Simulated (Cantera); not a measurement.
Moist CO burnout

An isothermal, constant-pressure homogeneous reactor starts with 0.129 % CO, 7.57 % O2, 0.0341 % H2O, 92.3 % N2, equivalence ratio 0.0085, at 1098 K and 3530 Torr.

Computed with Cantera and GRI-Mech 3.0 (53 species, 325 reactions).

```json
[
 {"t (s)": "1.00e-6", "x CO": "0.00129", "x O2": "0.0757", "x H2O": "0.000341", "x OH": "<1e-12", "x CO2": "3.85e-12", "x H": "<1e-12"},
 {"t (s)": "6.69e-6", "x CO": "0.00129", "x O2": "0.0757", "x H2O": "0.000341", "x OH": "<1e-12", "x CO2": "2.58e-11", "x H": "<1e-12"},
 {"t (s)": "4.47e-5", "x CO": "0.00129", "x O2": "0.0757", "x H2O": "0.000341", "x OH": "<1e-12", "x CO2": "1.73e-10", "x H": "<1e-12"},
 {"t (s)": "0.000299", "x CO": "0.00129", "x O2": "0.0757", "x H2O": "0.000341", "x OH": "1.85e-11", "x CO2": "1.23e-9", "x H": "<1e-12"},
 {"t (s)": "0.00200", "x CO": "0.00129", "x O2": "0.0757", "x H2O": "0.000341", "x OH": "1.57e-10", "x CO2": "1.21e-8", "x H": "2.14e-12"},
 {"t (s)": "0.0134", "x CO": "0.00129", "x O2": "0.0757", "x H2O": "0.000341", "x OH": "1.48e-9", "x CO2": "2.82e-7", "x H": "2.14e-11"},
 {"t (s)": "0.0894", "x CO": "0.00126", "x O2": "0.0756", "x H2O": "0.000341", "x OH": "2.94e-8", "x CO2": "3.15e-5", "x H": "4.08e-10"},
 {"t (s)": "0.598", "x CO": "0.000974", "x O2": "0.0755", "x H2O": "0.000341", "x OH": "2.95e-8", "x CO2": "0.000318", "x H": "3.21e-10"},
 {"t (s)": "4.00", "x CO": "0.000212", "x O2": "0.0752", "x H2O": "0.000341", "x OH": "2.78e-8", "x CO2": "0.00108", "x H": "7.33e-11"}
]
```
x: mole fraction; the columns are a selection and need not sum to one.

Equilibrium at this temperature and pressure: CO 2.77e-12, O2 0.0750, H2O 0.000342, OH 2.03e-8, CO2 0.00129, H <1e-12 (gas phase only).
